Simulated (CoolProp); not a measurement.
Saturation properties of n-perfluoropentane (Tc = 147.9 °C, pc = 2.063 MPa, ω = 0.436).

Computed with CoolProp (reference Helmholtz-energy equation of state, Gao 2022).

```json
[
 {"T (°C)": "38.05", "p (MPa)": "0.1381", "liquid density (kg/m³)": "1561", "vapour density (kg/m³)": "16.54", "enthalpy of vaporisation (kJ/kg)": "87.98", "liquid cp (kJ/(kg K))": "1.074"},
 {"T (°C)": "47.05", "p (MPa)": "0.1860", "liquid density (kg/m³)": "1529", "vapour density (kg/m³)": "22.05", "enthalpy of vaporisation (kJ/kg)": "85.09", "liquid cp (kJ/(kg K))": "1.093"},
 {"T (°C)": "55.95", "p (MPa)": "0.2450", "liquid density (kg/m³)": "1496", "vapour density (kg/m³)": "28.88", "enthalpy of vaporisation (kJ/kg)": "82.06", "liquid cp (kJ/(kg K))": "1.112"},
 {"T (°C)": "64.85", "p (MPa)": "0.3173", "liquid density (kg/m³)": "1461", "vapour density (kg/m³)": "37.35", "enthalpy of vaporisation (kJ/kg)": "78.83", "liquid cp (kJ/(kg K))": "1.132"},
 {"T (°C)": "73.85", "p (MPa)": "0.4058", "liquid density (kg/m³)": "1424", "vapour density (kg/m³)": "47.94", "enthalpy of vaporisation (kJ/kg)": "75.34", "liquid cp (kJ/(kg K))": "1.154"},
 {"T (°C)": "82.75", "p (MPa)": "0.5106", "liquid density (kg/m³)": "1384", "vapour density (kg/m³)": "60.89", "enthalpy of vaporisation (kJ/kg)": "71.61", "liquid cp (kJ/(kg K))": "1.178"},
 {"T (°C)": "91.75", "p (MPa)": "0.6362", "liquid density (kg/m³)": "1341", "vapour density (kg/m³)": "77.13", "enthalpy of vaporisation (kJ/kg)": "67.49", "liquid cp (kJ/(kg K))": "1.206"},
 {"T (°C)": "100.65", "p (MPa)": "0.7822", "liquid density (kg/m³)": "1294", "vapour density (kg/m³)": "97.23", "enthalpy of vaporisation (kJ/kg)": "62.98", "liquid cp (kJ/(kg K))": "1.240"},
 {"T (°C)": "109.65", "p (MPa)": "0.9545", "liquid density (kg/m³)": "1241", "vapour density (kg/m³)": "123.1", "enthalpy of vaporisation (kJ/kg)": "57.84", "liquid cp (kJ/(kg K))": "1.286"},
 {"T (°C)": "118.55", "p (MPa)": "1.153", "liquid density (kg/m³)": "1180", "vapour density (kg/m³)": "156.6", "enthalpy of vaporisation (kJ/kg)": "51.93", "liquid cp (kJ/(kg K))": "1.353"}
]
```

It boils at 29.3 °C under 1 atm.
